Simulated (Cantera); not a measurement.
What does this Cantera script print?

```python
import numpy as np
import cantera as ct

gas = ct.Solution("gri30.yaml")
gas.TPX = 1050, 101325, {'CO': 0.0027, 'O2': 0.017, 'H2O': 0.059, 'N2': 1}
reactor = ct.IdealGasConstPressureReactor(gas, energy="off", clone=False)
net = ct.ReactorNet([reactor])
net.rtol, net.atol = 1e-08, 1e-18
show = ['CO', 'O2', 'H2O', 'NO', 'H2O2', 'OH', 'H']
times = np.geomspace(5e-06, 4, 12)

steps = ct.SolutionArray(gas, extra=["t"])
rows = []
print(f"{'t/s':>10s}{'T/K':>9s}{'P/Pa':>11s}" + "".join(f"{s:>11s}" for s in show))
for t in times:
    while net.time < t:
        t_next = net.step()
        steps.append(gas.state, t=t_next)
    rows.append([np.interp(t, steps.t, y) for y in (steps.T, steps.P, *steps(*show).X.T)])
    print(f"{t:10.3e}{rows[-1][0]:9.1f}{rows[-1][1]:11.4g}" + "".join(f"{x:11.3e}" for x in rows[-1][2:]))
rate = np.gradient(steps.T, steps.t)
print("integrator steps:", len(steps.t))
if steps.T.max() > steps.T[0] + 200:
    print(f"time of steepest temperature rise: {steps.t[rate.argmax()]:.4e} s")
gas.TPX = 1050, 101325, {'CO': 0.0027, 'O2': 0.017, 'H2O': 0.059, 'N2': 1}
gas.equilibrate("TP")
print(f"equilibrium (TP): T = {gas.T:.1f} K  " + "  ".join(f"{s} {gas[s].X[0]:.3e}" for s in show))
```

Result:

```
       t/s      T/K       P/Pa         CO         O2        H2O         NO       H2O2         OH          H
 5.000e-06   1050.0  1.013e+05  2.503e-03  1.576e-02  5.470e-02  4.061e-25  4.544e-20  3.691e-14  5.734e-16
 1.720e-05   1050.0  1.013e+05  2.503e-03  1.576e-02  5.470e-02  5.449e-24  5.243e-19  2.007e-13  8.422e-15
 5.919e-05   1050.0  1.013e+05  2.503e-03  1.576e-02  5.470e-02  7.716e-23  6.491e-18  1.452e-12  1.423e-13
 2.037e-04   1050.0  1.013e+05  2.503e-03  1.576e-02  5.470e-02  9.306e-22  1.357e-16  1.114e-11  1.858e-12
 7.007e-04   1050.0  1.013e+05  2.503e-03  1.576e-02  5.470e-02  1.027e-20  7.986e-15  7.295e-11  1.462e-11
 2.411e-03   1050.0  1.013e+05  2.503e-03  1.576e-02  5.470e-02  2.036e-19  5.982e-13  6.733e-10  1.403e-10
 8.295e-03   1050.0  1.013e+05  2.502e-03  1.576e-02  5.470e-02  1.141e-15  1.853e-09  1.222e-07  2.533e-08
 2.854e-02   1050.0  1.013e+05  2.079e-03  1.556e-02  5.467e-02  2.436e-11  7.764e-07  4.464e-06  8.016e-07
 9.820e-02   1050.0  1.013e+05  1.042e-03  1.505e-02  5.470e-02  8.591e-11  4.397e-07  2.818e-06  2.850e-07
 3.379e-01   1050.0  1.013e+05  3.225e-04  1.469e-02  5.475e-02  9.748e-11  9.336e-08  1.189e-06  3.963e-08
 1.163e+00   1050.0  1.013e+05  6.944e-05  1.456e-02  5.476e-02  7.314e-11  7.437e-09  4.322e-07  3.249e-09
 4.000e+00   1050.0  1.013e+05  8.609e-06  1.453e-02  5.476e-02  8.693e-11  3.145e-10  1.996e-07  1.962e-10
integrator steps: 953
equilibrium (TP): T = 1050.0 K  CO 6.387e-12  O2 1.452e-02  H2O 5.476e-02  NO 1.515e-05  H2O2 3.443e-11  OH 1.106e-07  H 1.040e-13
```

Computed with Cantera and GRI-Mech 3.0 (53 species, 325 reactions).
